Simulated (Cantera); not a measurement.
A closed system holds: 1 mol Cr, 0.51 mol NH3, 0.22 mol O2, at 850 K and 13300 Pa.

Equilibrium computed with Cantera from the NASA thermochemical tables; the gas is ideal and each condensed phase is pure. Candidate condensed phases: Cr, CrN, Cr2N, Cr2O3, H2O; 29 gas species. The numbers say what is thermodynamically allowed, not how fast it happens.

**Question.** What is the equilibrium state?

**Answer.** 
```json
{
 "x(H2)": "1.000",
 "x(N2)": "0.000107",
 "x(NH3)": "2.56e-6",
 "x(H2O)": "1.58e-6",
 "n(CrN(s))": "0.313 mol",
 "n(Cr2N(s))": "0.197 mol",
 "n(Cr2O3(s))": "0.147 mol",
 "gas_amount": "0.7651 mol",
 "log10 activity of Cr(s) (absent)": "-0.69"
}
```
